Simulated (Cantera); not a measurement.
Charge: 1 mol Si, 1.3 mol H2O, 160 mol H2, at 1 atm.

These are equilibrium values from Cantera (NASA tables, ideal gas, pure condensed phases), not measurements of a reactor. Candidate condensed phases: H2O, Si, SiO2; 18 gas species. Mutual solubility and eutectic melting of coexisting phases are not modelled. The tables hold silica as quartz up to 1696 K and as liquid above; real silica turns to tridymite and cristobalite and melts near 1996 K. The numbers say what is thermodynamically allowed, not how fast it happens.

Problem. Which condensed phases are stable at each of these points (T (K)): 923, 1073, 1223, 1373, 1523, 1673, 1823, 1973, 2123?

Solution. 
| T (K) | condensed phases | Si condensed (%) |
|---|---|---|
| 923 | Si(s) + SiO2(β-quartz) | 100.0 |
| 1073 | Si(s) + SiO2(β-quartz) | 100.0 |
| 1223 | Si(s) + SiO2(β-quartz) | 100.0 |
| 1373 | Si(s) + SiO2(β-quartz) | 99.3 |
| 1523 | Si(s) + SiO2(β-quartz) | 87.5 |
| 1673 | SiO2(β-quartz) | 29.5 |
| 1823 | SiO2(condensed) | 19.1 |
| 1973 | gas only | 0.0 |
| 2123 | gas only | 0.0 |

From 923 K to 1523 K the condensed part is Si(s) + SiO2(β-quartz). At 1673 K the condensed part is SiO2(β-quartz). At 1823 K the condensed part is SiO2(condensed). From 1973 K to 2123 K nothing is condensed.
